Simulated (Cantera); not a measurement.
An isothermal, constant-pressure homogeneous reactor starts with NO : N2 = 1 : 4.6 (molar parts), at 1825 K and 75.0 Torr.

Model: GRI-Mech 3.0 (53 species, 325 reactions), integrated in Cantera.

Task: Predict: x(NO) at 300 s; x(NO2) at 300 s; x(O2) at 300 s; x(N2) at 300 s; x(N2O) at 300 s.

Result: 
- x(NO) at 300 s = 0.00563 (gas-phase equilibrium 0.00315)
- x(NO2) at 300 s = 2.72e-6 (gas-phase equilibrium 1.53e-6)
- x(O2) at 300 s = 0.0864 (gas-phase equilibrium 0.0876)
- x(N2) at 300 s = 0.908 (gas-phase equilibrium 0.909)
- x(N2O) at 300 s = 6.87e-8 (gas-phase equilibrium 6.13e-8)
